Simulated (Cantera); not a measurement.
What does this Cantera script print?

```python
import numpy as np
import cantera as ct

gas = ct.Solution("gri30.yaml")
gas.TPX = 573, 810000, {'CH3OH': 1, 'O2': 1.36, 'N2': 5.13, 'H2': 0.43}
inlet = ct.Reservoir(gas, clone=True)
gas.equilibrate("HP")  # start burning
reactor = ct.IdealGasConstPressureReactor(gas, energy="on", clone=False)
exhaust = ct.Reservoir(gas, clone=True)
tau = [0.03, 0.017, 0.01, 0.0059, 0.0035, 0.002, 0.0012, 0.0007, 0.00041, 0.00024, 0.00014, 8.2e-05][0]
for a, b in ((inlet, reactor), (reactor, exhaust)):
    ct.MassFlowController(a, b, mdot=lambda t: reactor.mass / tau)
net = ct.ReactorNet([reactor])
show = ['CH3OH', 'O2', 'CO', 'CH2CO', 'OH', 'O', 'CH4']

rows = []
print(f"{'tau/s':>10s}{'T/K':>9s}" + "".join(f"{s:>11s}" for s in show))
for tau in [0.03, 0.017, 0.01, 0.0059, 0.0035, 0.002, 0.0012, 0.0007, 0.00041, 0.00024, 0.00014, 8.2e-05]:
    net.initial_time = 0.0
    net.advance(30 * tau)
    before = gas.X
    net.advance(40 * tau)
    drift = np.max(np.abs(gas.X - before) / (gas.X + 1e-9))
    rows.append([gas.T, *gas[show].X, drift])
    print(f"{tau:10.3e}{gas.T:9.1f}" + "".join(f"{x:11.3e}" for x in gas[show].X))
```

Output:

```
     tau/s      T/K      CH3OH         O2         CO      CH2CO         OH          O        CH4
 3.000e-02   2333.6  6.661e-07  1.025e-04  5.029e-02  6.693e-09  1.153e-03  2.160e-05  2.829e-06
 1.700e-02   2331.7  1.085e-06  1.387e-04  5.032e-02  1.016e-08  1.273e-03  2.645e-05  3.727e-06
 1.000e-02   2329.2  1.667e-06  1.905e-04  5.037e-02  1.428e-08  1.434e-03  3.388e-05  4.424e-06
 5.900e-03   2325.6  2.496e-06  2.669e-04  5.044e-02  1.907e-08  1.656e-03  4.563e-05  4.865e-06
 3.500e-03   2320.8  3.645e-06  3.773e-04  5.054e-02  2.438e-08  1.945e-03  6.376e-05  5.063e-06
 2.000e-03   2313.7  5.378e-06  5.500e-04  5.070e-02  3.079e-08  2.339e-03  9.380e-05  5.144e-06
 1.200e-03   2305.3  7.603e-06  7.760e-04  5.091e-02  3.780e-08  2.776e-03  1.349e-04  5.260e-06
 7.000e-04   2293.8  1.091e-05  1.111e-03  5.122e-02  4.747e-08  3.316e-03  1.977e-04  5.597e-06
 4.100e-04   2279.3  1.563e-05  1.572e-03  5.164e-02  6.125e-08  3.921e-03  2.861e-04  6.338e-06
 2.400e-04   2261.1  2.251e-05  2.200e-03  5.221e-02  8.238e-08  4.581e-03  4.076e-04  7.755e-06
 1.400e-04   2238.5  3.277e-05  3.046e-03  5.299e-02  1.167e-07  5.267e-03  5.689e-04  1.034e-05
 8.200e-05   2211.5  4.828e-05  4.156e-03  5.403e-02  1.740e-07  5.923e-03  7.693e-04  1.497e-05
```

Model: GRI-Mech 3.0 (53 species, 325 reactions), integrated in Cantera. GRI-Mech 3.0 was tuned for natural gas; its chemistry of methanol as a main component is partial and can be far from experiment.
